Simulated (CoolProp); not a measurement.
Vapour-liquid equilibrium of n-octane (1) + o-xylene (2) at 0.264 MPa; x and y are mole fractions of (1).

The numbers come from the multi-fluid Helmholtz-energy mixture model, Beckmüller 2019 and Zhou 2012; pair parameters Bell 2016 in CoolProp.

| x | bubble temperature, mixture model (°C) | bubble temperature, Raoult's law (°C) | y, mixture model | y, Raoult's law |
|---|---|---|---|---|
| 0.05 | 183.1 | 183.4 | 0.077 | 0.075 |
| 0.125 | 181.0 | 181.5 | 0.183 | 0.182 |
| 0.2 | 179.1 | 179.7 | 0.279 | 0.280 |
| 0.275 | 177.3 | 178.0 | 0.368 | 0.372 |
| 0.35 | 175.6 | 176.4 | 0.450 | 0.457 |
| 0.425 | 174.0 | 174.8 | 0.527 | 0.537 |
| 0.5 | 172.5 | 173.2 | 0.599 | 0.611 |
| 0.575 | 171.1 | 171.7 | 0.667 | 0.680 |
| 0.65 | 169.7 | 170.3 | 0.731 | 0.745 |
| 0.725 | 168.4 | 168.9 | 0.793 | 0.806 |
| 0.8 | 167.2 | 167.5 | 0.852 | 0.864 |
| 0.875 | 166.0 | 166.2 | 0.909 | 0.917 |
| 0.95 | 164.8 | 164.9 | 0.964 | 0.968 |

The largest gap from Raoult's law is -0.8 K in bubble temperature, at x = 0.35. No azeotrope shows between x = 0.05 and 0.95.

The pair parameters rest on a limited set of measurements; away from them the model extrapolates.
